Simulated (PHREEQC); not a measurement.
NaOH is added in steps, without added water, to 1 kg of water holding 0.0055 mol NiSO4, 0.0001 mol KCl and 0.0029 mol H2SO4, at 25 °C. Oxygen alone is held at its pressure in air (log pO2 = -0.68). No CO2 enters from the air. Precipitation was switched off in this run.

Base run: PHREEQC, ion-association model, wateq4f.dat. Each further column changes one thing. The table gives Ni+2 (mol/kgw).

| NaOH added (mol) | base | metal-ligand complexes left out | all activity coefficients set to 1 | Debye-Hückel limiting law | Davies equation for every ion |
|---|---|---|---|---|---|
| 0 | 0.00409 | 0.00550 | 0.00302 | 0.00432 | 0.00410 |
| 0.001781 | 0.00404 | 0.00550 | 0.00292 | 0.00428 | 0.00405 |
| 0.002969 | 0.00401 | 0.00550 | 0.00285 | 0.00426 | 0.00402 |
| 0.00475 | 0.00396 | 0.00550 | 0.00274 | 0.00423 | 0.00397 |
| 0.006531 | 0.00354 | 0.00496 | 0.00238 | 0.00380 | 0.00356 |
| 0.007719 | 0.00303 | 0.00425 | 0.00200 | 0.00326 | 0.00305 |
| 0.0095 | 0.00235 | 0.00329 | 0.00152 | 0.00253 | 0.00236 |
| 0.01128 | 0.00173 | 0.00241 | 0.00109 | 0.00187 | 0.00173 |
| 0.01247 | 0.00134 | 0.00186 | 0.000831 | 0.00145 | 0.00135 |
| 0.01425 | 0.000815 | 0.00111 | 0.000490 | 0.000889 | 0.000818 |
| 0.01603 | 0.000377 | 0.000483 | 0.000214 | 0.000417 | 0.000378 |
| 0.01722 | 0.000169 | 0.000199 | 8.72e-5 | 0.000191 | 0.000169 |
| 0.019 | 3.08e-5 | 3.23e-5 | 1.31e-5 | 3.68e-5 | 3.07e-5 |

In at least one series the solution becomes supersaturated in solids that the run did not let form, among them Ni(OH)2, Ni4(OH)6SO4.
